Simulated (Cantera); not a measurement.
Cantera run:

```python
import numpy as np
import cantera as ct

gas_names = """
    F F2 H HF H2 H2F2 H3F3 H4F4 H5F5 H6F6 H7F7 N NF NF2 NF3 NH NH2 NH3 N2 N2H2 N2H4 Si SiF SiF2 SiF3
    SiF4 SiH SiHF3 SiH2 SiH2F2 SiH3 SiH3F SiH4 SiN Si2 Si2N Si3
""".split()
cond_names = """
    Si(cr) Si(L) Si3N4(a)
""".split()


# ... load() reads the species with a 1 bar reference pressure and builds the phases ...
atoms = {
    'Si': {'Si': 1},
    'HF': {'H': 1, 'F': 1},
    'N2': {'N': 2},
}
top_T = {'Si3N4(a)': 2400}  # K; cautious upper limits of use, not melting points


# ... equilibrate(T, P, feed) seeds the gas with the atoms and calls Mixture.equilibrate('TP', solver="vcs", rtol=1e-11, max_steps=5000) ...
results = []
T = 1123  # K
P = 7.8  # Pa
for m in [1.9, 2.7, 3.7, 5.2, 7.2, 9.9, 14, 19]:
    feed = {'Si': 1, 'HF': m, 'N2': 0.23}  # mol
    mix = equilibrate(T, P, feed)
    results.append((T, P, feed, dict(zip(mix.species_names, mix.species_moles))))

top = {s: max(r[3][s] / sum(r[3][g] for g in gas_names) for r in results) for s in gas_names}
cols = sorted((s for s in top if top[s] > 1e-05), key=lambda s: -top[s])[:5]
seen = [c for c in cond_names if any(r[3].get(c, 0) > 1e-12 for r in results)]
print("log10 of partial pressures in bar; condensed amounts in mol")
print(f"{'n(HF)':>10s}" + "".join(f"{s[:9]:>10s}" for s in cols + seen))
for T, P, feed, n in results:
    ng = sum(n[g] for g in gas_names)
    print(f"{feed['HF']:10.4g}" + "".join(f"{np.log10(max(n[s] / ng * P / 1e5, 1e-99)):10.3f}" for s in cols)
          + "".join(f"{n.get(c, 0):10.4g}" for c in seen))
```

Output:

```
log10 of partial pressures in bar; condensed amounts in mol
     n(HF)        HF        H2      SiF4        N2      SiF3    Si(cr)  Si3N4(a)
       1.9    -7.226    -4.287    -4.605    -8.655    -5.947    0.1732     0.115
       2.7    -6.822    -4.289    -4.597    -6.235    -6.344         0    0.1074
       3.7    -6.687    -4.313    -4.619    -5.321    -6.513         0   0.02441
       5.2    -4.675    -4.453    -4.754    -5.393    -8.731         0         0
       7.2    -4.411    -4.615    -4.916    -5.554    -9.238         0         0
       9.9    -4.298    -4.767    -5.068    -5.707    -9.579         0         0
        14    -4.229    -4.928    -5.229    -5.868    -9.889         0         0
        19    -4.193    -5.068    -5.369    -6.007   -10.135         0         0
```

Cantera equilibrium calculation (NASA polynomials, part measured and part estimated; ideal gas, pure solids and liquids). N2 is the only nitrogen source here; it is nearly inert below about 1500 K, so the nitride shown seldom forms there in practice. Mutual solubility and eutectic melting of coexisting phases are not modelled. The tables' values for SiF3, SiF2 are old estimates; treat these amounts as uncertain.
